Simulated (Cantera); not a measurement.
What does this Cantera script print?

```python
import numpy as np
import cantera as ct

gas_names = """
    CL CL2 Si SiCL SiCL2 SiCL3 SiCL4 Si2 Si3
""".split()
cond_names = """
    Si(cr) Si(L)
""".split()


# ... load() reads the species with a 1 bar reference pressure and builds the phases ...
atoms = {
    'Si': {'Si': 1},
    'Cl2': {'CL': 2},
}
top_T = {}  # K; cautious upper limits of use, not melting points


# ... equilibrate(T, P, feed) seeds the gas with the atoms and calls Mixture.equilibrate('TP', solver="vcs", rtol=1e-11, max_steps=5000) ...
results = []
feed = {'Si': 1, 'Cl2': 2.6}  # mol
P = 2.1  # Pa
for T in [923, 973, 1023, 1073, 1123, 1173, 1223, 1273, 1323, 1373, 1423]:
    mix = equilibrate(T, P, feed)
    results.append((T, P, feed, dict(zip(mix.species_names, mix.species_moles))))
    x = sorted(zip(gas.X, gas.species_names), reverse=True)
    print(f"T = {T:g} K  P = {P:g} Pa  gas = {mix.phase_moles(0):.4g} mol")
    print("   x: " + "  ".join(f"{s} {v:.3e}" for v, s in x if v > 1e-06))
    print("   condensed (mol): " + ("  ".join(f"{mix.phase(i).name} {mix.phase_moles(i):.4g}"
          for i in range(1, mix.n_phases) if mix.phase_moles(i) > 1e-12) or "none"))
```

Result:

```
T = 923 K  P = 2.1 Pa  gas = 1.612 mol
   x: SiCL4 6.204e-01  CL2 3.649e-01  CL 1.473e-02
   condensed (mol): none
T = 973 K  P = 2.1 Pa  gas = 1.627 mol
   x: SiCL4 6.146e-01  CL2 3.522e-01  CL 3.322e-02
   condensed (mol): none
T = 1023 K  P = 2.1 Pa  gas = 1.656 mol
   x: SiCL4 6.038e-01  CL2 3.283e-01  CL 6.798e-02
   condensed (mol): none
T = 1073 K  P = 2.1 Pa  gas = 1.708 mol
   x: SiCL4 5.856e-01  CL2 2.884e-01  CL 1.260e-01  SiCL3 1.432e-06
   condensed (mol): none
T = 1123 K  P = 2.1 Pa  gas = 1.788 mol
   x: SiCL4 5.594e-01  CL2 2.306e-01  CL 2.100e-01  SiCL3 5.841e-06
   condensed (mol): none
T = 1173 K  P = 2.1 Pa  gas = 1.894 mol
   x: SiCL4 5.279e-01  CL 3.106e-01  CL2 1.615e-01  SiCL3 2.242e-05
   condensed (mol): none
T = 1223 K  P = 2.1 Pa  gas = 2.007 mol
   x: SiCL4 4.982e-01  CL 4.053e-01  CL2 9.639e-02  SiCL3 8.419e-05
   condensed (mol): none
T = 1273 K  P = 2.1 Pa  gas = 2.096 mol
   x: SiCL4 4.768e-01  CL 4.730e-01  CL2 4.992e-02  SiCL3 3.148e-04  SiCL2 1.362e-06
   condensed (mol): none
T = 1323 K  P = 2.1 Pa  gas = 2.151 mol
   x: CL 5.113e-01  SiCL4 4.637e-01  CL2 2.384e-02  SiCL3 1.151e-03  SiCL2 1.562e-05
   condensed (mol): none
T = 1373 K  P = 2.1 Pa  gas = 2.185 mol
   x: CL 5.311e-01  SiCL4 4.535e-01  CL2 1.121e-02  SiCL3 3.975e-03  SiCL2 1.611e-04
   condensed (mol): none
T = 1423 K  P = 2.1 Pa  gas = 2.222 mol
   x: CL 5.445e-01  SiCL4 4.362e-01  SiCL3 1.248e-02  CL2 5.435e-03  SiCL2 1.412e-03
   condensed (mol): none
```

Method: chemical equilibrium by Gibbs-energy minimisation in Cantera with the NASA 1993 tables (ideal gas, pure condensed phases). The tables' values for SiCl3 are old estimates; treat these amounts as uncertain.
